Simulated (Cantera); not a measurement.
# Premixed flame

A freely propagating, adiabatic, planar premixed flame of CH4 : C2H6 : C3H8 : O2 : N2 = 1 : 0.33 : 0.25 : 6.48 : 24.4 (molar parts), unburnt at 575 K and 6.60 bar; mixture-averaged transport, grid criteria slope 0.08 and curve 0.16, no radiation.

Model: GRI-Mech 3.0 (53 species, 325 reactions), integrated in Cantera. GRI-Mech 3.0 was tuned for natural gas; its chemistry of propane as a main component is partial and can be far from experiment. Burning velocities carry a grid error of a few per cent, more on coarse grids.

```json
[
 {"z (mm)": "-0.310", "T (K)": "576", "u (m/s)": "0.408", "x CH4": "0.0308", "x C2H6": "0.0102", "x C3H8": "0.00770", "x H2": "0.000442", "x C2H4": "1.31e-6", "x NO": "<1e-8"},
 {"z (mm)": "-0.207", "T (K)": "582", "u (m/s)": "0.413", "x CH4": "0.0305", "x C2H6": "0.0101", "x C3H8": "0.00769", "x H2": "0.000968", "x C2H4": "1.24e-5", "x NO": "<1e-8"},
 {"z (mm)": "-0.155", "T (K)": "602", "u (m/s)": "0.428", "x CH4": "0.0299", "x C2H6": "0.0101", "x C3H8": "0.00766", "x H2": "0.00151", "x C2H4": "6.24e-5", "x NO": "<1e-8"},
 {"z (mm)": "-0.103", "T (K)": "690", "u (m/s)": "0.492", "x CH4": "0.0275", "x C2H6": "0.00956", "x C3H8": "0.00744", "x H2": "0.00239", "x C2H4": "0.000370", "x NO": "4.28e-8"},
 {"z (mm)": "-0.0517", "T (K)": "1032", "u (m/s)": "0.745", "x CH4": "0.0188", "x C2H6": "0.00634", "x C3H8": "0.00521", "x H2": "0.00360", "x C2H4": "0.00213", "x NO": "5.64e-7"},
 {"z (mm)": "-0.0259", "T (K)": "1360", "u (m/s)": "0.990", "x CH4": "0.0105", "x C2H6": "0.00251", "x C3H8": "0.00187", "x H2": "0.00416", "x C2H4": "0.00314", "x NO": "1.69e-6"},
 {"z (mm)": "0", "T (K)": "1690", "u (m/s)": "1.23", "x CH4": "0.00241", "x C2H6": "0.000116", "x C3H8": "4.37e-5", "x H2": "0.00362", "x C2H4": "0.000911", "x NO": "3.36e-6"},
 {"z (mm)": "0.0259", "T (K)": "1845", "u (m/s)": "1.34", "x CH4": "0.000129", "x C2H6": "1.56e-7", "x C3H8": "1.37e-8", "x H2": "0.00201", "x C2H4": "2.07e-5", "x NO": "5.31e-6"},
 {"z (mm)": "0.0517", "T (K)": "1914", "u (m/s)": "1.39", "x CH4": "4.22e-6", "x C2H6": "<1e-8", "x C3H8": "<1e-8", "x H2": "0.00129", "x C2H4": "2.45e-7", "x NO": "6.93e-6"},
 {"z (mm)": "0.103", "T (K)": "1980", "u (m/s)": "1.43", "x CH4": "<1e-8", "x C2H6": "<1e-8", "x C3H8": "<1e-8", "x H2": "0.000733", "x C2H4": "<1e-8", "x NO": "9.00e-6"},
 {"z (mm)": "0.207", "T (K)": "2021", "u (m/s)": "1.45", "x CH4": "<1e-8", "x C2H6": "<1e-8", "x C3H8": "<1e-8", "x H2": "0.000295", "x C2H4": "<1e-8", "x NO": "1.09e-5"},
 {"z (mm)": "0.414", "T (K)": "2037", "u (m/s)": "1.46", "x CH4": "<1e-8", "x C2H6": "<1e-8", "x C3H8": "<1e-8", "x H2": "0.000111", "x C2H4": "<1e-8", "x NO": "1.24e-5"},
 {"z (mm)": "0.828", "T (K)": "2040", "u (m/s)": "1.46", "x CH4": "<1e-8", "x C2H6": "<1e-8", "x C3H8": "<1e-8", "x H2": "7.60e-5", "x C2H4": "<1e-8", "x NO": "1.41e-5"}
]
```
x: mole fraction of selected species; z is measured from the peak of heat release.

* **laminar burning velocity**: 40.7 cm/s
* **thermal thickness**: 0.103 mm
* **peak x(H2)**: 0.00421
* **peak x(C2H4)**: 0.00316
* **grid points**: 146
